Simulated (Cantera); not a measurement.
## Catalytic combustion on Pt

An isothermal plug-flow reactor at 950 K and 100000 Pa (inlet), inlet velocity 3 m/s, active area per volume 600 1/m; feed 0.448 % H₂, 6.37 % O₂, 93.2 % N₂.

Computed with Cantera and Deutschmann's 1995 Pt surface mechanism with GRI-Mech 3.0 gas chemistry. Catalytic surfaces can have several steady states; this one follows from the mechanism file's or the stated starting coverage. Mass transfer to the wall is taken as infinitely fast.

```tsv
z (m)	x H₂	x O₂	x H₂O	θ free Pt	θ O*	θ OH*
0.00018	0.00337	0.0632	0.00111	0.205	0.794	0.00117
0.0003	0.00282	0.0629	0.00167	0.198	0.801	0.00120
0.0005	0.00211	0.0626	0.00237	0.190	0.809	0.00125
0.00083	0.00134	0.0622	0.00315	0.181	0.818	0.00129
0.0014	0.000634	0.0619	0.00386	0.174	0.825	0.00133
0.0023	0.000201	0.0617	0.00429	0.170	0.829	0.00135
0.0038	3.03e-5	0.0616	0.00446	0.168	0.830	0.00135
0.0064	1.17e-6	0.0616	0.00449	0.168	0.831	0.00136
0.011	3.67e-9	0.0616	0.00449	0.168	0.831	0.00136
0.018	8.65e-12	0.0616	0.00449	0.168	0.831	0.00136
```
x: gas mole fraction; θ: surface coverage.
